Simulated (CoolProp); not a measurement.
The numbers come from the reference Helmholtz-energy equation of state, Thol 2019 in CoolProp.

### Question
Give the vapour pressure (kPa), enthalpy of vaporisation (kJ/kg), liquid cp (kJ/(kg K)) of saturated n-pentane at 0.65, 77.25 °C.

### Answer
| T (°C) | p (kPa) | enthalpy of vaporisation (kJ/kg) | liquid cp (kJ/(kg K)) |
|---|---|---|---|
| 0.65 | 25.2 | 384 | 2.21 |
| 77.25 | 343 | 321 | 2.59 |
